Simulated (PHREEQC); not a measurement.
Acid mine or pickling water: speciation

A made-up water analysis in mg/L, 25 °C, pH 2.82, pe 11.6: Na 54.7; K 27.2; Ca 472; Mg 0.311; Cl 390; S(6) as SO4 982; Si as SiO2 1.61; Al 9.56.

Valence states are taken as typed.

All values are PHREEQC results (ion-association model, phreeqc.dat), not measurements.

Each row changes one thing in this solution. Precipitation was switched off in this run.

| case | ionic strength (mol/kgw) | Ca+2 (mol/kgw) | SO4-2 (mol/kgw) | CaSO4 (mol/kgw) | HSO4- (mol/kgw) | AlSO4+ (mol/kgw) | SI of Gypsum (CaSO4:2H2O) | SI of Quartz (SiO2) |
|---|---|---|---|---|---|---|---|---|
| as made | 0.0403 | 0.00914 | 0.00665 | 0.00262 | 0.000576 | 0.000252 | -0.25 | -0.59 |
| temperature from 25 to 55 °C at the same typed pH | ___ | 0.00903 | 0.00604 | 0.00271 | 0.00105 | 0.000260 | -0.26 | -0.99 |
| Na from 54.7 to 164 mg/L | 0.0429 | 0.00921 | 0.00665 | ___ | 0.000569 | 0.000250 | -0.26 | -0.59 |
| all concentrations times 2 at the same typed pH | ___ | 0.0172 | 0.0123 | 0.00637 | ___ | 0.000505 | +0.14 | ___ |

Problem. Fill in the missing entries.

Solution. 
- temperature from 25 to 55 °C at the same typed pH, ionic strength (mol/kgw): 0.0391
- Na from 54.7 to 164 mg/L, CaSO4 (mol/kgw): 0.00256
- all concentrations times 2 at the same typed pH, ionic strength (mol/kgw): 0.0754
- all concentrations times 2 at the same typed pH, HSO4- (mol/kgw): 0.000925
- all concentrations times 2 at the same typed pH, SI of Quartz (SiO2): -0.28

Some of these states are supersaturated (in Gypsum, for instance). Constants without temperature data keep their 25 °C values here.
